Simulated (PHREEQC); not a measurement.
# Nickel, zinc or cadmium bath (model solution)

Make-up at 25 °C: 0.00096 mol NiSO4, 0.00022 mol H3BO3 and 0.29 mol H2SO4 per kg of water. It is in equilibrium with CO2 at log p = 0 (atm). Otherwise closed; pH follows from the charge balance.

All values are PHREEQC results (ion-association model, wateq4f.dat), not measurements.

Precipitation was switched off in this run.

Task: What pH, ionic strength does the model give?

Result: pH 0.60; ionic strength 0.354 mol/kgw.

Task: In which forms is Ni present?

Result: Ni+2 72 %, NiSO4 27 % of the Ni.

Complexes and solids missing from the database can't appear.
